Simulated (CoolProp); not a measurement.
Fluorine along the isotherm -116.85 °C: Z from the reference equation and from simpler models built on Tc = -128.7 °C, pc = 52.40 bar, ω = 0.045; each cubic takes its own stable root.

The numbers come from the reference Helmholtz-energy equation of state, de Reuck 1990 in CoolProp.

```json
[
 {"p (bar)": "10.1", "phase": "gas", "reference": "0.9487", "van der Waals": "0.9510", "Redlich-Kwong": "0.9463", "Soave-Redlich-Kwong": "0.9467", "Peng-Robinson": "0.9399"},
 {"p (bar)": "20.2", "phase": "gas", "reference": "0.8923", "van der Waals": "0.8975", "Redlich-Kwong": "0.8889", "Soave-Redlich-Kwong": "0.8898", "Peng-Robinson": "0.8768"},
 {"p (bar)": "30.2", "phase": "gas", "reference": "0.8315", "van der Waals": "0.8387", "Redlich-Kwong": "0.8276", "Soave-Redlich-Kwong": "0.8292", "Peng-Robinson": "0.8103"},
 {"p (bar)": "40.3", "phase": "gas", "reference": "0.7638", "van der Waals": "0.7709", "Redlich-Kwong": "0.7597", "Soave-Redlich-Kwong": "0.7621", "Peng-Robinson": "0.7381"},
 {"p (bar)": "50.4", "phase": "gas", "reference": "0.6875", "van der Waals": "0.6897", "Redlich-Kwong": "0.6831", "Soave-Redlich-Kwong": "0.6869", "Peng-Robinson": "0.6587"},
 {"p (bar)": "60.5", "phase": "supercritical", "reference": "0.5979", "van der Waals": "0.5836", "Redlich-Kwong": "0.5944", "Soave-Redlich-Kwong": "0.6005", "Peng-Robinson": "0.5698"},
 {"p (bar)": "70.5", "phase": "supercritical", "reference": "0.4921", "van der Waals": "0.4516", "Redlich-Kwong": "0.4950", "Soave-Redlich-Kwong": "0.5047", "Peng-Robinson": "0.4745"},
 {"p (bar)": "80.6", "phase": "supercritical", "reference": "0.3985", "van der Waals": "0.4135", "Redlich-Kwong": "0.4223", "Soave-Redlich-Kwong": "0.4317", "Peng-Robinson": "0.4026"},
 {"p (bar)": "90.7", "phase": "supercritical", "reference": "0.3692", "van der Waals": "0.4226", "Redlich-Kwong": "0.4028", "Soave-Redlich-Kwong": "0.4094", "Peng-Robinson": "0.3784"},
 {"p (bar)": "101", "phase": "supercritical", "reference": "0.3726", "van der Waals": "0.4431", "Redlich-Kwong": "0.4062", "Soave-Redlich-Kwong": "0.4113", "Peng-Robinson": "0.3778"},
 {"p (bar)": "111", "phase": "supercritical", "reference": "0.3858", "van der Waals": "0.4669", "Redlich-Kwong": "0.4180", "Soave-Redlich-Kwong": "0.4223", "Peng-Robinson": "0.3863"},
 {"p (bar)": "121", "phase": "supercritical", "reference": "0.4030", "van der Waals": "0.4925", "Redlich-Kwong": "0.4335", "Soave-Redlich-Kwong": "0.4373", "Peng-Robinson": "0.3990"},
 {"p (bar)": "131", "phase": "supercritical", "reference": "0.4220", "van der Waals": "0.5191", "Redlich-Kwong": "0.4510", "Soave-Redlich-Kwong": "0.4544", "Peng-Robinson": "0.4138"}
]
```
